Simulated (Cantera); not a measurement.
Input (Python, Cantera) and output of one run.

```python
import numpy as np
import cantera as ct

gas_names = """
    H HO2 H2 H2O H2O2 O OH O2 O3 Si SiH SiH2 SiH3 SiH4 SiO SiO2 Si2 Si3
""".split()
cond_names = """
    H2O(s) H2O(L) Si(cr) Si(L) SiO2(Lqz) SiO2(hqz) SiO2(L)
""".split()


# ... load() reads the species with a 1 bar reference pressure and builds the phases ...
atoms = {
    'SiO2': {'Si': 1, 'O': 2},
    'H2': {'H': 2},
}
top_T = {}  # K; cautious upper limits of use, not melting points


# ... equilibrate(T, P, feed) seeds the gas with the atoms and calls Mixture.equilibrate('TP', solver="vcs", rtol=1e-11, max_steps=5000) ...
results = []
T = 1973.15  # K
P = 10000  # Pa
for m in [370, 490, 630, 830, 1100, 1400, 1800, 2400]:
    feed = {'SiO2': 1, 'H2': m}  # mol
    mix = equilibrate(T, P, feed)
    results.append((T, P, feed, dict(zip(mix.species_names, mix.species_moles))))
    x = sorted(zip(gas.X, gas.species_names), reverse=True)
    print(f"T = {T:g} K  P = {P:g} Pa  n(H2) = {m:g} mol  gas = {mix.phase_moles(0):.4g} mol")
    print("   x: " + "  ".join(f"{s} {v:.3e}" for v, s in x if v > 0.001))
    print("   condensed (mol): " + ("  ".join(f"{mix.phase(i).name} {mix.phase_moles(i):.4g}"
          for i in range(1, mix.n_phases) if mix.phase_moles(i) > 1e-12) or "none"))
```

Result:

```
T = 1973.15 K  P = 10000 Pa  n(H2) = 370 mol  gas = 371.8 mol
   x: H2 9.904e-01  H 4.251e-03  SiO 2.690e-03  H2O 2.689e-03
   condensed (mol): none
T = 1973.15 K  P = 10000 Pa  n(H2) = 490 mol  gas = 492 mol
   x: H2 9.917e-01  H 4.254e-03  SiO 2.032e-03  H2O 2.032e-03
   condensed (mol): none
T = 1973.15 K  P = 10000 Pa  n(H2) = 630 mol  gas = 632.3 mol
   x: H2 9.926e-01  H 4.255e-03  SiO 1.581e-03  H2O 1.581e-03
   condensed (mol): none
T = 1973.15 K  P = 10000 Pa  n(H2) = 830 mol  gas = 832.8 mol
   x: H2 9.933e-01  H 4.257e-03  SiO 1.201e-03  H2O 1.200e-03
   condensed (mol): none
T = 1973.15 K  P = 10000 Pa  n(H2) = 1100 mol  gas = 1103 mol
   x: H2 9.939e-01  H 4.258e-03
   condensed (mol): none
T = 1973.15 K  P = 10000 Pa  n(H2) = 1400 mol  gas = 1404 mol
   x: H2 9.943e-01  H 4.259e-03
   condensed (mol): none
T = 1973.15 K  P = 10000 Pa  n(H2) = 1800 mol  gas = 1805 mol
   x: H2 9.946e-01  H 4.260e-03
   condensed (mol): none
T = 1973.15 K  P = 10000 Pa  n(H2) = 2400 mol  gas = 2406 mol
   x: H2 9.949e-01  H 4.260e-03
   condensed (mol): none
```

Cantera equilibrium calculation (NASA polynomials, part measured and part estimated; ideal gas, pure solids and liquids).
